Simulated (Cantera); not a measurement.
N2O furnace oxynitridation

An isothermal, constant-pressure homogeneous reactor starts with N2O : O2 = 1 : 0.17 (molar parts), at 1298 K and 1.01 bar.

Detailed kinetics in Cantera: GRI-Mech 3.0 (53 species, 325 reactions). GRI-Mech 3.0 was tuned for natural gas; its chemistry of N2O as a main component is partial and can be far from experiment. The mechanism lacks the step 2 NO + O2 → 2 NO2, which can matter for NO2 below about 1400 K. The temperature is held fixed by assumption; the heat of reaction is taken as removed at once.

```
t (s)       x N2O   x O2     x NO2      x NO      x N2
--------  -------  -----  --------  --------  --------
5.00e-5     0.855  0.145   1.13e-9   1.86e-5  0.000124
0.000117    0.854  0.145   6.89e-9   4.62e-5  0.000297
0.000272    0.854  0.146   3.90e-8  0.000110  0.000699
0.000633    0.852  0.146   2.08e-7  0.000259   0.00164
0.00148     0.849  0.147   1.05e-6  0.000605   0.00381
0.00344     0.841  0.149   4.82e-6   0.00140   0.00884
0.00802     0.823  0.153   1.85e-5   0.00321    0.0203
0.0187      0.784  0.163   5.55e-5   0.00718    0.0457
0.0436      0.703  0.183  0.000134    0.0153    0.0986
0.102       0.555  0.220  0.000273    0.0296     0.195
0.237       0.344  0.274  0.000457    0.0483     0.334
0.552       0.141  0.327  0.000602    0.0623     0.468
1.29       0.0298  0.359  0.000675    0.0657     0.545
3.00      0.00153  0.367  0.000868    0.0651     0.565
```
x: mole fraction; the columns are a selection and need not sum to one.

Equilibrium at this temperature and pressure: N2O 2.75e-8, O2 0.401, NO2 7.17e-6, NO 0.000473, N2 0.599 (gas phase only).
